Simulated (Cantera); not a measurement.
Mixture: 4.42 % CH₄, 20.1 % O₂, 75.5 % N₂, equivalence ratio 0.44, at 0.460 bar, adiabatic and at constant volume. Ignition delay is the time to a rise of 400 K.

Model: GRI-Mech 3.0 (53 species, 325 reactions), integrated in Cantera.

### Question
Predict: delay at 1175 K; delay at 1375 K; delay at 1575 K; delay at 1775 K; delay at 1975 K; apparent activation energy between 1875 and 2075 K.

### Answer
| Quantity | Value |
|---|---|
| delay at 1175 K | 79.0 ms |
| delay at 1375 K | 5.59 ms |
| delay at 1575 K | 0.913 ms |
| delay at 1775 K | 0.250 ms |
| delay at 1975 K | 90.5 µs |
| apparent activation energy between 1875 and 2075 K | 150 kJ/mol |
